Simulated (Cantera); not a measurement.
Equilibrium for aluminium nitride and oxide growth: Al + H₂O + N₂

Input: 1 mol Al, 4.9 mol H₂O, 27 mol N₂, held at 7.10 mbar.

Cantera equilibrium calculation (NASA polynomials, part measured and part estimated; ideal gas, pure solids and liquids). Candidate condensed phases: Al, AlN, Al₂O₃, H₂O; 35 gas species. Equilibrium is a limit: real reactors are often held back by kinetics, nucleation or transport.

```csv
T (K),x N₂,x H₂O,x H₂,x H,x OH,n Al₂O₃(s)
1400,0.846,0.107,0.0470,1.25e-5,5.64e-7,0.500
1450,0.846,0.107,0.0470,2.43e-5,1.32e-6,0.500
1500,0.846,0.107,0.0470,4.53e-5,2.93e-6,0.500
1550,0.846,0.107,0.0470,8.10e-5,6.18e-6,0.500
1600,0.846,0.107,0.0470,0.000140,1.24e-5,0.500
1650,0.846,0.107,0.0469,0.000234,2.40e-5,0.500
1700,0.846,0.107,0.0468,0.000378,4.45e-5,0.500
1750,0.846,0.106,0.0468,0.000597,7.97e-5,0.500
1800,0.846,0.106,0.0466,0.000918,0.000138,0.500
1850,0.846,0.106,0.0465,0.00138,0.000233,0.500
1900,0.845,0.106,0.0462,0.00202,0.000381,0.500
1950,0.845,0.106,0.0459,0.00292,0.000609,0.500
2000,0.844,0.105,0.0456,0.00412,0.000948,0.500
2050,0.843,0.104,0.0453,0.00573,0.00144,0.500
```
x: gas mole fraction; n: condensed amount in mol.

From 1400 K to 2050 K the condensed part is Al₂O₃(s).
